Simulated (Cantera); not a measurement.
Feed: 1 mol SiH₂Cl₂, a varied amount of H₂, held at 0.750 bar.

Points: T (K) = 875, 925, 975, 1025, 1075, 1125, 1175, 1225, 1275, 1325, 1375, 1425, 1475; n(H2) (mol) = 67, 84, 100, 130, 160, 200, 250, 320, 400, 490, 620.

Cantera's Mixture.equilibrate('TP', solver="vcs", rtol=1e-11, max_steps=5000) on the NASA tables stopped like this:

```
ERROR: FAILURE its = 5001!

*******************************************************************************
CanteraError thrown by MultiPhase::equilibrate:
VCS solver failed. Return code: -1
*******************************************************************************
```

Task: What got this run through?

Result: Several could match; the one computed here: The failure is numerical, not chemical. The same input converged with solver="gibbs", rtol=1e-10, max_steps=50000, and the result passed a check of the equilibrium conditions:
```
    875         67  Si(cr)
    875         84  Si(cr)
    875        100  Si(cr)
    875        130  Si(cr)
    875        160  Si(cr)
    875        200  Si(cr)
    875        250  Si(cr)
    875        320  Si(cr)
    875        400  Si(cr)
    875        490  Si(cr)
    875        620  Si(cr)
    925         67  Si(cr)
    925         84  Si(cr)
    925        100  Si(cr)
    925        130  Si(cr)
    925        160  Si(cr)
    925        200  Si(cr)
    925        250  Si(cr)
    925        320  Si(cr)
    925        400  Si(cr)
    925        490  Si(cr)
    925        620  Si(cr)
    975         67  Si(cr)
    975         84  Si(cr)
    975        100  Si(cr)
    975        130  Si(cr)
    975        160  Si(cr)
    975        200  Si(cr)
    975        250  Si(cr)
    975        320  Si(cr)
    975        400  Si(cr)
    975        490  Si(cr)
    975        620  Si(cr)
   1025         67  Si(cr)
   1025         84  Si(cr)
   1025        100  Si(cr)
   1025        130  Si(cr)
   1025        160  Si(cr)
   1025        200  Si(cr)
   1025        250  Si(cr)
   1025        320  Si(cr)
   1025        400  Si(cr)
   1025        490  Si(cr)
   1025        620  Si(cr)
   1075         67  Si(cr)
   1075         84  Si(cr)
   1075        100  Si(cr)
   1075        130  Si(cr)
   1075        160  Si(cr)
   1075        200  Si(cr)
   1075        250  Si(cr)
   1075        320  Si(cr)
   1075        400  Si(cr)
   1075        490  Si(cr)
   1075        620  Si(cr)
   1125         67  Si(cr)
   1125         84  Si(cr)
   1125        100  Si(cr)
   1125        130  Si(cr)
   1125        160  Si(cr)
   1125        200  Si(cr)
   1125        250  Si(cr)
   1125        320  Si(cr)
   1125        400  Si(cr)
   1125        490  Si(cr)
   1125        620  Si(cr)
   1175         67  Si(cr)
   1175         84  Si(cr)
   1175        100  Si(cr)
   1175        130  Si(cr)
   1175        160  Si(cr)
   1175        200  Si(cr)
   1175        250  Si(cr)
   1175        320  Si(cr)
   1175        400  Si(cr)
   1175        490  Si(cr)
   1175        620  Si(cr)
   1225         67  Si(cr)
   1225         84  Si(cr)
   1225        100  Si(cr)
   1225        130  Si(cr)
   1225        160  Si(cr)
   1225        200  Si(cr)
   1225        250  Si(cr)
   1225        320  Si(cr)
   1225        400  Si(cr)
   1225        490  Si(cr)
   1225        620  Si(cr)
   1275         67  Si(cr)
   1275         84  Si(cr)
   1275        100  Si(cr)
   1275        130  Si(cr)
   1275        160  Si(cr)
   1275        200  Si(cr)
   1275        250  Si(cr)
   1275        320  Si(cr)
   1275        400  Si(cr)
   1275        490  Si(cr)
   1275        620  Si(cr)
   1325         67  Si(cr)
   1325         84  Si(cr)
   1325        100  Si(cr)
   1325        130  Si(cr)
   1325        160  Si(cr)
   1325        200  Si(cr)
   1325        250  Si(cr)
   1325        320  Si(cr)
   1325        400  Si(cr)
   1325        490  Si(cr)
   1325        620  Si(cr)
   1375         67  Si(cr)
   1375         84  Si(cr)
   1375        100  Si(cr)
   1375        130  Si(cr)
   1375        160  Si(cr)
   1375        200  Si(cr)
   1375        250  Si(cr)
   1375        320  Si(cr)
   1375        400  Si(cr)
   1375        490  Si(cr)
   1375        620  Si(cr)
   1425         67  Si(cr)
   1425         84  Si(cr)
   1425        100  Si(cr)
   1425        130  Si(cr)
   1425        160  Si(cr)
   1425        200  Si(cr)
   1425        250  Si(cr)
   1425        320  Si(cr)
   1425        400  Si(cr)
   1425        490  Si(cr)
   1425        620  Si(cr)
   1475         67  Si(cr)
   1475         84  Si(cr)
   1475        100  Si(cr)
   1475        130  Si(cr)
   1475        160  Si(cr)
   1475        200  Si(cr)
   1475        250  Si(cr)
   1475        320  Si(cr)
   1475        400  Si(cr)
   1475        490  Si(cr)
   1475        620  Si(cr)
```

The gas is ideal and each condensed phase is pure. The tables' values for SiCl3 are old estimates.
